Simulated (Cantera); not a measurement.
Input: 1 mol CuO, 3.9 mol CH4, 0.07 mol CO, held at 1.00 Torr.

Equilibrium computed with Cantera from the NASA thermochemical tables; the gas is ideal and each condensed phase is pure. Candidate condensed phases: C, C6H6, C7H8, C8H18, Cu, CuO, Cu(OH)2, Cu2O, H2O; 113 gas species. The numbers say what is thermodynamically allowed, not how fast it happens.

Which condensed phases are stable at each of these points (T (°C)): 1050, 1150, 1250, 1350, 1450, 1550, 1650, 1750, 1850, 1950, 2050?


```csv
T (°C),condensed phases,Cu condensed (%)
1050,C(graphite) + Cu(s),99.8
1150,C(graphite) + Cu(l),98.6
1250,C(graphite) + Cu(l),91.9
1350,C(graphite) + Cu(l),61.3
1450,C(graphite),0.0
1550,C(graphite),0.0
1650,C(graphite),0.0
1750,C(graphite),0.0
1850,C(graphite),0.0
1950,C(graphite),0.0
2050,C(graphite),0.0
```

At 1050 °C the condensed part is C(graphite) + Cu(s). From 1150 °C to 1350 °C the condensed part is C(graphite) + Cu(l). From 1450 °C to 2050 °C the condensed part is C(graphite).
